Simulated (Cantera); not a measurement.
Thermodynamics of fluorocarbon and chlorocarbon gases, feed c-C₄F₈ + F₂ + H₂

Feed: 1 mol c-C₄F₈, 2.9 mol F₂, 18 mol H₂, equilibrated at 0.133 bar.

Equilibrium computed with Cantera from the NASA thermochemical tables; the gas is ideal and each condensed phase is pure. Candidate condensed phases: C, C₆H₆, C₇H₈, C₈H₁₈; 95 gas species. The feed counts by its element totals alone. Equilibrium is a limit: real reactors are often held back by kinetics, nucleation or transport.

From 1575 °C to 2550 °C the condensed part is C(graphite). The main C-bearing gas is C₂H₂ (acetylene) throughout. The share of C in condensed phases is highest at 1575 °C (99.8 %) and lowest at 2550 °C (81.8 %).

| T (°C) | x HF | x H₂ | x H | x C₂H₂ (acetylene) | n C(graphite) |
|---|---|---|---|---|---|
| 1575 | 0.554 | 0.445 | 0.000969 | 0.000115 | 3.99 |
| 1650 | 0.554 | 0.444 | 0.00172 | 0.000201 | 3.99 |
| 1725 | 0.553 | 0.443 | 0.00293 | 0.000336 | 3.98 |
| 1800 | 0.553 | 0.442 | 0.00479 | 0.000541 | 3.97 |
| 1875 | 0.552 | 0.439 | 0.00757 | 0.000842 | 3.96 |
| 1950 | 0.551 | 0.436 | 0.0116 | 0.00127 | 3.94 |
| 2025 | 0.549 | 0.431 | 0.0172 | 0.00185 | 3.91 |
| 2100 | 0.547 | 0.425 | 0.0249 | 0.00262 | 3.87 |
| 2175 | 0.544 | 0.417 | 0.0352 | 0.00360 | 3.81 |
| 2250 | 0.541 | 0.406 | 0.0485 | 0.00483 | 3.75 |
| 2325 | 0.536 | 0.392 | 0.0653 | 0.00631 | 3.66 |
| 2400 | 0.530 | 0.375 | 0.0860 | 0.00802 | 3.56 |
| 2475 | 0.522 | 0.355 | 0.111 | 0.00993 | 3.43 |
| 2550 | 0.514 | 0.332 | 0.140 | 0.0120 | 3.27 |
x: gas mole fraction; n: condensed amount in mol.
